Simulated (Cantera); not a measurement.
# N2O furnace oxynitridation

An isothermal, constant-pressure homogeneous reactor starts with N2O : N2 = 1.9 : 3.7 (molar parts), at 1275 K and 1280 Torr.

Detailed kinetics in Cantera: GRI-Mech 3.0 (53 species, 325 reactions). GRI-Mech 3.0 was tuned for natural gas; its chemistry of N2O as a main component is partial and can be far from experiment. The mechanism lacks the step 2 NO + O2 → 2 NO2, which can matter for NO2 below about 1400 K. The temperature is held fixed by assumption; the heat of reaction is taken as removed at once.

```csv
t (s),x N2O,x N2,x O2,x NO,x NO2,x O
3.00e-5,0.339,0.661,1.18e-5,3.73e-6,2.34e-10,4.85e-6
7.25e-5,0.339,0.661,3.42e-5,1.09e-5,1.97e-9,4.97e-6
0.000175,0.339,0.661,8.88e-5,2.82e-5,1.31e-8,4.97e-6
0.000424,0.339,0.661,0.000221,7.01e-5,7.88e-8,4.97e-6
0.00103,0.338,0.661,0.000539,0.000171,4.39e-7,4.96e-6
0.00248,0.336,0.663,0.00130,0.000412,2.21e-6,4.95e-6
0.00599,0.331,0.665,0.00312,0.000980,9.30e-6,4.90e-6
0.0145,0.319,0.671,0.00736,0.00229,3.02e-5,4.78e-6
0.0350,0.294,0.684,0.0168,0.00513,7.73e-5,4.51e-6
0.0847,0.243,0.710,0.0356,0.0105,0.000166,3.94e-6
0.205,0.162,0.753,0.0663,0.0181,0.000293,2.96e-6
0.495,0.0726,0.801,0.101,0.0244,0.000397,1.64e-6
1.20,0.0156,0.833,0.125,0.0263,0.000420,4.67e-7
2.90,0.000641,0.841,0.131,0.0264,0.000357,5.27e-8
7.00,5.75e-7,0.842,0.132,0.0264,0.000327,3.13e-8
```
x: mole fraction; the columns are a selection and need not sum to one.

Equilibrium at this temperature and pressure: N2O 2.66e-8, N2 0.855, O2 0.145, NO 0.000292, NO2 3.79e-6, O 3.28e-8 (gas phase only).
